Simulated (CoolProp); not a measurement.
A single-stage vapour-compression cycle with the fluid: evaporating at 255.15 K (dew point), condensing at 301.15 K (bubble point), superheat 0 K, subcooling 5 K, compressor efficiency 0.85, no pressure losses. The same conditions are run with several fluids, on thermodynamics alone (safety and materials aside).

Computed with CoolProp (reference Helmholtz-energy equation of state of each fluid (R407C: Lemmon 2003; isobutene: Lemmon 2005; R125: Lemmon 2005; ammonia: Gao 2020; R1233zd(E): Akasaka 2022; R236FA: Pan 2012)). Blends and air are pseudo-pure fits.

```json
[
 {"fluid": "R407C", "cooling COP": "3.37", "pressure ratio": "5.53", "discharge temperature (K)": "330.3", "refrigerating effect (kJ/kg)": "166", "volumetric capacity (kJ/m³)": "1700"},
 {"fluid": "isobutene", "cooling COP": "4.09", "pressure ratio": "5.17", "discharge temperature (K)": "310.6", "refrigerating effect (kJ/kg)": "309", "volumetric capacity (kJ/m³)": "544"},
 {"fluid": "R125", "cooling COP": "3.57", "pressure ratio": "4.10", "discharge temperature (K)": "306.9", "refrigerating effect (kJ/kg)": "94.1", "volumetric capacity (kJ/m³)": "2160"},
 {"fluid": "ammonia", "cooling COP": "3.98", "pressure ratio": "5.29", "discharge temperature (K)": "390.8", "refrigerating effect (kJ/kg)": "1130", "volumetric capacity (kJ/m³)": "1970"},
 {"fluid": "R1233zd(E)", "cooling COP": "4.14", "pressure ratio": "7.03", "discharge temperature (K)": "311.3", "refrigerating effect (kJ/kg)": "164", "volumetric capacity (kJ/m³)": "211"},
 {"fluid": "R236FA", "cooling COP": "3.91", "pressure ratio": "6.22", "discharge temperature (K)": "301.2", "refrigerating effect (kJ/kg)": "118", "volumetric capacity (kJ/m³)": "420"}
]
```

The compression ends wet for: R236FA.
